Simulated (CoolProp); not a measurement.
Saturation properties of C3F8 (R218).

The numbers come from the reference Helmholtz-energy equation of state, Lemmon 2006 in CoolProp. It is a short technical equation, of lower accuracy than the large ones.

```csv
T (°C),p (kPa),liquid cp (kJ/(kg K)),surface tension (mN/m),liquid viscosity (µPa s),liquid conductivity (mW/(m K))
-6.05,338.9,1.054,6.99,268,53.6
-1.45,395.3,1.068,6.49,250,52.4
3.05,457.1,1.083,6.01,234,51.1
7.65,527.4,1.099,5.52,218,49.9
12.15,603.8,1.116,5.05,204,48.7
16.75,690.1,1.135,4.58,190,47.4
21.25,783.1,1.156,4.13,177,46.3
25.85,887.5,1.180,3.67,165,45.1
30.35,999.4,1.207,3.24,153,43.9
34.95,1124,1.240,2.80,142,42.7
```

It boils at -36.8 °C under 1 atm.

Viscosity comes from a separate model (Huber 2003), an estimate that may be off by 10 % or more. Thermal conductivity comes from a separate model (Huber 2003), an estimate that may be off by 10 % or more. Surface tension comes from a separate correlation (Mulero 2012).
